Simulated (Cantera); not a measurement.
Charge: 1 mol B, 8.3 mol O₂, 5.5 mol H₂, held at 1700 K and 75.0 Torr.

Method: chemical equilibrium by Gibbs-energy minimisation in Cantera with the NASA 1993 tables (ideal gas, pure condensed phases). Candidate condensed phases: B, B₂O₃, B₃O₃H₃, H₂O; 23 gas species. Rates play no part.

Base state: H₂O 0.463, O₂ 0.444, HBO₂ 0.0900, OH 0.00168, B₂O₃ 0.00105, BO₂ 0.000398, O 9.42e-5, H₂ 4.42e-5 (mole fractions); condensed: gas only.

### Question
What changes in the equilibrium state with this change: temperature from 1700 K to 2273.15 K?

### Answer
| species | before | after |
|---|---|---|
| H₂O | 0.463 | 0.441 |
| O₂ | 0.444 | 0.426 |
| HBO₂ | 0.0900 | 0.0801 |
| OH | 0.00168 | 0.0296 |
| (HBO₂)₃ | 1.44e-5 | <1e-9 |
| BO | 1.96e-8 | 4.35e-5 |
| H | 3.10e-6 | 0.00164 |
| O | 9.42e-5 | 0.00875 |
